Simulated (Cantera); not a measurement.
Standard-state values (1 bar) from the NASA 1993 polynomials, evaluated with Cantera. Values are per mole of reaction as written; species without (g) are pure solids or liquids, kept so even where they would boil at 1 bar.

Cl(g) + Na(g) ⇌ NaCl(g), with ΔH° = -410.0 kJ and ΔS° = -89.2 J/K at 300 K.

Q: How far is the shortcut ΔG° ≈ ΔH°(300 K) − T·ΔS°(300 K) from the full temperature-dependent value at 725, 750, 775, 800, 825, 850 K?

A: 
```json
[
 {"T (K)": "725", "shortcut (kJ)": "-345.4", "full (kJ)": "-344.0", "difference (kJ)": "-1.4", "difference in log10 K": "0.10"},
 {"T (K)": "750", "shortcut (kJ)": "-343.2", "full (kJ)": "-341.6", "difference (kJ)": "-1.6", "difference in log10 K": "0.11"},
 {"T (K)": "775", "shortcut (kJ)": "-340.9", "full (kJ)": "-339.2", "difference (kJ)": "-1.7", "difference in log10 K": "0.12"},
 {"T (K)": "800", "shortcut (kJ)": "-338.7", "full (kJ)": "-336.8", "difference (kJ)": "-1.9", "difference in log10 K": "0.12"},
 {"T (K)": "825", "shortcut (kJ)": "-336.5", "full (kJ)": "-334.4", "difference (kJ)": "-2.0", "difference in log10 K": "0.13"},
 {"T (K)": "850", "shortcut (kJ)": "-334.2", "full (kJ)": "-332.1", "difference (kJ)": "-2.2", "difference in log10 K": "0.13"}
]
```
The shortcut ignores the heat-capacity change of the reaction.
